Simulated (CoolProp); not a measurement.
A closed Brayton cycle with carbon dioxide: compressor inlet 320.15 K and 7.6 MPa, high pressure 26.3 MPa, turbine inlet 650 K, compressor efficiency 0.85, turbine efficiency 0.9, recuperator effectiveness 0.8 (on enthalpy, no pinch check). Each further row changes one setting.

The numbers come from the reference Helmholtz-energy equation of state, Span 1996 in CoolProp.

```csv
case,thermal efficiency (%),net work (kJ/kg),compressor to turbine work,compressor exit (K),turbine exit (K)
as stated,23.2,51.9,0.56,425.8,521.4
turbine inlet 600 K,19.6,39.3,0.63,425.8,476.2
compressor inlet 330.15 K,20.9,43.9,0.63,443.2,521.4
high pressure 22.4 MPa,23.3,49.3,0.53,411.6,537.6
recuperator effectiveness 0.5,20.2,51.9,0.56,425.8,521.4
```
